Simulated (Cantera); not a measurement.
Reactions in the system Ba-Br-H-N

Cantera with NASA thermochemical tables; ideal gases at 1 bar, condensed phases pure. Values are per mole of reaction as written; species without (g) are pure solids or liquids, kept so even where they would boil at 1 bar.

N2(g) + 6 HBr(g) + 3 Ba ⇌ 2 NH3(g) + 3 BaBr2

```json
[
 {"T (K)": "1125", "ΔH° (kJ)": "-2141.8", "ΔS° (J/K)": "-722.8", "ΔG° (kJ)": "-1328.7", "log10 K": "61.69", "condensed phases": "Ba(l), BaBr2(s)"},
 {"T (K)": "1175", "ΔH° (kJ)": "-2042.0", "ΔS° (J/K)": "-634.5", "ΔG° (kJ)": "-1296.4", "log10 K": "57.63", "condensed phases": "Ba(l), BaBr2(l)"},
 {"T (K)": "1225", "ΔH° (kJ)": "-2037.9", "ΔS° (J/K)": "-631.1", "ΔG° (kJ)": "-1264.8", "log10 K": "53.93", "condensed phases": "Ba(l), BaBr2(l)"},
 {"T (K)": "1275", "ΔH° (kJ)": "-2033.8", "ΔS° (J/K)": "-627.8", "ΔG° (kJ)": "-1233.3", "log10 K": "50.53", "condensed phases": "Ba(l), BaBr2(l)"},
 {"T (K)": "1325", "ΔH° (kJ)": "-2029.7", "ΔS° (J/K)": "-624.7", "ΔG° (kJ)": "-1202.0", "log10 K": "47.38", "condensed phases": "Ba(l), BaBr2(l)"},
 {"T (K)": "1375", "ΔH° (kJ)": "-2025.6", "ΔS° (J/K)": "-621.6", "ΔG° (kJ)": "-1170.8", "log10 K": "44.48", "condensed phases": "Ba(l), BaBr2(l)"},
 {"T (K)": "1425", "ΔH° (kJ)": "-2021.4", "ΔS° (J/K)": "-618.7", "ΔG° (kJ)": "-1139.8", "log10 K": "41.78", "condensed phases": "Ba(l), BaBr2(l)"},
 {"T (K)": "1475", "ΔH° (kJ)": "-2017.3", "ΔS° (J/K)": "-615.8", "ΔG° (kJ)": "-1109.0", "log10 K": "39.27", "condensed phases": "Ba(l), BaBr2(l)"}
]
```
